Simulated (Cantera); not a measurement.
Mixture: CH₄ : CO : O₂ : N₂ = 1 : 0.051 : 0.965 : 3.63 (molar parts), equivalence ratio 2.1, at 4.90 bar, adiabatic and at constant volume. Ignition delay is the time to a rise of 400 K.

Cantera simulation using GRI-Mech 3.0 (53 species, 325 reactions); the numbers are that mechanism's predictions, not measurements.

**Question.** What does this change do: 0.013 parts H2 added?

**Answer.** 
```
quantity                                                before       after
--------------------------------------------------  ----------  ----------
delay at 1100 K                                        66.1 ms     46.6 ms
delay at 1200 K                                        15.8 ms     13.1 ms
delay at 1300 K                                        4.38 ms     3.88 ms
delay at 1400 K                                        1.35 ms     1.24 ms
apparent activation energy between 1350 and 1450 K  180 kJ/mol  180 kJ/mol
```

**Question.** What does this change do: constant pressure in place of constant volume?

**Answer.** 
```json
[
 {"quantity": "delay at 1100 K", "before": "66.1 ms", "after": "70.0 ms"},
 {"quantity": "delay at 1200 K", "before": "15.8 ms", "after": "17.0 ms"},
 {"quantity": "delay at 1300 K", "before": "4.38 ms", "after": "4.77 ms"},
 {"quantity": "delay at 1400 K", "before": "1.35 ms", "after": "1.48 ms"},
 {"quantity": "apparent activation energy between 1350 and 1450 K", "before": "180 kJ/mol", "after": "180 kJ/mol"}
]
```
